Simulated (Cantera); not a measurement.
A Cantera script and its output.

```python
import numpy as np
import cantera as ct

gas = ct.Solution("gri30.yaml")
gas.TPX = 950, 150, {'H2': 0.031, 'O2': 1}
reactor = ct.IdealGasConstPressureReactor(gas, energy="off", clone=False)
net = ct.ReactorNet([reactor])
net.rtol, net.atol = 1e-08, 1e-18
show = ['H2', 'O2', 'O', 'H', 'OH', 'HO2']
times = np.geomspace(0.0006, 2, 13)

steps = ct.SolutionArray(gas, extra=["t"])
rows = []
print(f"{'t/s':>10s}{'T/K':>9s}{'P/Pa':>11s}" + "".join(f"{s:>11s}" for s in show))
for t in times:
    while net.time < t:
        t_next = net.step()
        steps.append(gas.state, t=t_next)
    rows.append([np.interp(t, steps.t, y) for y in (steps.T, steps.P, *steps(*show).X.T)])
    print(f"{t:10.3e}{rows[-1][0]:9.1f}{rows[-1][1]:11.4g}" + "".join(f"{x:11.3e}" for x in rows[-1][2:]))
rate = np.gradient(steps.T, steps.t)
print("integrator steps:", len(steps.t))
if steps.T.max() > steps.T[0] + 200:
    print(f"time of steepest temperature rise: {steps.t[rate.argmax()]:.4e} s")
gas.TPX = 950, 150, {'H2': 0.031, 'O2': 1}
gas.equilibrate("TP")
print(f"equilibrium (TP): T = {gas.T:.1f} K  " + "  ".join(f"{s} {gas[s].X[0]:.3e}" for s in show))
```

It prints:

```
       t/s      T/K       P/Pa         H2         O2          O          H         OH        HO2
 6.000e-04    950.0        150  3.007e-02  9.699e-01  7.114e-13  3.896e-12  6.507e-13  4.525e-12
 1.180e-03    950.0        150  3.007e-02  9.699e-01  2.501e-12  6.955e-12  2.112e-12  8.899e-12
 2.319e-03    950.0        150  3.007e-02  9.699e-01  8.505e-12  1.244e-11  6.250e-12  1.750e-11
 4.559e-03    950.0        150  3.007e-02  9.699e-01  2.926e-11  2.487e-11  1.769e-11  3.445e-11
 8.963e-03    950.0        150  3.007e-02  9.699e-01  1.171e-10  6.828e-11  5.881e-11  6.794e-11
 1.762e-02    950.0        150  3.007e-02  9.699e-01  7.854e-10  3.843e-10  3.584e-10  1.356e-10
 3.464e-02    950.0        150  3.007e-02  9.699e-01  2.118e-08  1.001e-08  9.481e-09  3.401e-10
 6.810e-02    950.0        150  3.004e-02  9.699e-01  1.244e-05  5.880e-06  5.558e-06  4.522e-08
 1.339e-01    950.0        150  4.287e-03  9.533e-01  1.151e-02  8.437e-03  1.729e-03  8.336e-07
 2.632e-01    950.0        150  3.796e-04  9.500e-01  1.661e-02  5.614e-03  8.261e-04  6.994e-07
 5.175e-01    950.0        150  2.801e-04  9.532e-01  1.421e-02  4.102e-03  7.093e-04  6.602e-07
 1.017e+00    950.0        150  2.043e-04  9.579e-01  1.021e-02  2.501e-03  6.046e-04  6.153e-07
 2.000e+00    950.0        150  1.176e-04  9.630e-01  5.815e-03  1.070e-03  4.566e-04  5.294e-07
integrator steps: 779
equilibrium (TP): T = 950.0 K  H2 1.468e-11  O2 9.695e-01  O 8.132e-10  H 5.540e-14  OH 1.697e-07  HO2 1.374e-10
```

Model: GRI-Mech 3.0 (53 species, 325 reactions), integrated in Cantera. Radical loss at walls, strong at low pressure, is not modelled.
